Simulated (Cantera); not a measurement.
Feed: 1 mol SiH₂Cl₂, 3.6 mol HCl, 13 mol H₂, equilibrated at 1100 K and 48000 Pa.

These are equilibrium values from Cantera (NASA tables, ideal gas, pure condensed phases), not measurements of a reactor. Candidate condensed phases: Si; 19 gas species. The tables' values for SiCl₃ are old estimates; treat these amounts as uncertain. The numbers say what is thermodynamically allowed, not how fast it happens.

Base state: H₂ 0.845, HCl 0.0981, SiCl₄ 0.0497, SiHCl₃ 0.00632, SiCl₃ 0.000555, SiH₂Cl₂ 9.62e-5, SiCl₂ 8.60e-5 (mole fractions); condensed: gas only.

Q: What changes in the equilibrium state with this change: HCl from 3.6 to 0.053 mol?

A: 
```tsv
species	before	after
H₂	0.845	0.945
HCl	0.0981	0.0200
SiCl₄	0.0497	0.0187
SiHCl₃	0.00632	0.0130
SiH₃Cl	3.88e-7	2.39e-5
SiH₂Cl₂	9.62e-5	0.00108
SiCl₂	8.60e-5	0.000866
SiCl₃	0.000555	0.00108
Si(s), mol	0	0.494
```
